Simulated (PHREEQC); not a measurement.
1 kg of water holding 0.0072 mol KHCO3, 0.0051 mol K2SO4 and 0.013 mol KCl is evaporated at 90 °C; the solids stay in contact with the brine. CO2 is held at log p = -3.4 (atm). Only these solids could form: Arcanite, Kalicinite, Misenite, Sylvite.

Base run: PHREEQC, Pitzer model, pitzer.dat. Each further column changes one thing. The table gives ionic strength.

| H2O removed (mol) | base | temperature from 90 to 50 °C | temperature from 90 to 75 °C |
|---|---|---|---|
| 0 | 0.0365 | 0.0362 | 0.0365 |
| 24.69 | 0.0665 | 0.0659 | 0.0664 |
| 34.69 | 0.0992 | 0.0983 | 0.0991 |
| 43.95 | 0.181 | 0.179 | 0.181 |
| 49.09 | 0.329 | 0.326 | 0.328 |
| 51.94 | 0.596 | 0.593 | 0.596 |
| 53.1 | 0.886 | 0.881 | 0.885 |
| 54.17 | 1.60 | 1.60 | 1.60 |
| 54.76 | 2.89 | 2.88 | 2.89 |
| 55.01 | 3.99 | 3.48 | 3.80 |
| 55.23 | 5.31 | 5.06 | 5.22 |

Constants without temperature data keep their 25 °C values here.
